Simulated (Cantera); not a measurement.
A Cantera script and its output.

```python
import numpy as np
import cantera as ct

gas = ct.Solution("h2o2.yaml")
gas.TPX = 573, 100000, {'H2': 1.3, 'O2': 0.806, 'N2': 3.03}
flame = ct.FreeFlame(gas, width=0.04)
flame.set_refine_criteria(ratio=3, slope=0.08, curve=0.16)
flame.transport_model = "mixture-averaged"
flame.solve(loglevel=0, auto=True)
z, T = flame.grid, flame.T
thick = (T[-1] - T[0]) / np.gradient(T, z).max()
show = ['H2', 'O2', 'H2O2', 'O', 'H', 'HO2']
print(f"laminar burning velocity  {flame.velocity[0] * 100:.3f} cm/s")
print(f"burnt temperature         {T[-1]:.1f} K")
print(f"thermal thickness         {thick * 1e3:.4f} mm")
print(f"grid points               {len(z)}")
z0 = z[flame.heat_release_rate.argmax()]
print(f"{'z/mm':>9s}{'T/K':>9s}{'u/(m/s)':>9s}" + "".join(f"{s:>11s}" for s in show))
rows = []
for k in (-3, -2, -1.5, -1, -0.5, -0.25, 0, 0.25, 0.5, 1, 2, 4, 8):
    zz = z0 + k * thick
    rows.append([k * thick, np.interp(zz, z, T), np.interp(zz, z, flame.velocity),
                 *(np.interp(zz, z, flame.X[gas.species_index(s)]) for s in show)])
    print(f"{rows[-1][0] * 1e3:9.3f}{rows[-1][1]:9.1f}{rows[-1][2]:9.3f}" + "".join(f"{x:11.3e}" for x in rows[-1][3:]))
```

It prints:

```
laminar burning velocity  568.179 cm/s
burnt temperature         2354.1 K
thermal thickness         0.4471 mm
grid points               129
     z/mm      T/K  u/(m/s)         H2         O2       H2O2          O          H        HO2
   -1.341    573.0    5.682  2.531e-01  1.569e-01  3.944e-15  3.169e-15  2.818e-16  1.180e-12
   -0.894    573.0    5.682  2.531e-01  1.569e-01  1.062e-12  1.558e-12  2.164e-13  3.133e-10
   -0.671    573.0    5.682  2.531e-01  1.569e-01  2.072e-11  4.050e-11  1.880e-11  5.872e-09
   -0.447    573.0    5.681  2.530e-01  1.570e-01  2.266e-09  4.242e-09  1.149e-08  5.379e-07
   -0.224    590.3    5.813  2.469e-01  1.576e-01  5.192e-06  7.546e-06  1.016e-04  2.354e-04
   -0.112    806.3    7.733  2.104e-01  1.529e-01  2.001e-05  3.479e-04  4.691e-03  2.145e-04
    0.000   1232.6   11.444  1.158e-01  1.147e-01  6.759e-06  5.662e-03  2.763e-02  9.693e-05
    0.112   1534.7   14.085  4.573e-02  6.519e-02  3.514e-06  1.284e-02  4.055e-02  4.720e-05
    0.224   1685.6   15.367  3.082e-02  5.097e-02  1.974e-06  1.402e-02  3.611e-02  3.146e-05
    0.447   1843.0   16.644  2.676e-02  4.578e-02  1.025e-06  1.214e-02  2.599e-02  2.207e-05
    0.894   1999.1   17.864  2.256e-02  4.219e-02  5.759e-07  9.138e-03  1.625e-02  1.476e-05
    1.788   2137.1   18.907  1.694e-02  3.916e-02  3.731e-07  6.121e-03  8.798e-03  9.291e-06
    3.577   2246.7   19.713  1.107e-02  3.691e-02  2.772e-07  3.634e-03  4.034e-03  5.917e-06
```

Computed with Cantera and the H2/O2 subset of GRI-Mech 3.0, which has no nitrogen chemistry. Burning velocities carry a grid error of a few per cent, more on coarse grids.
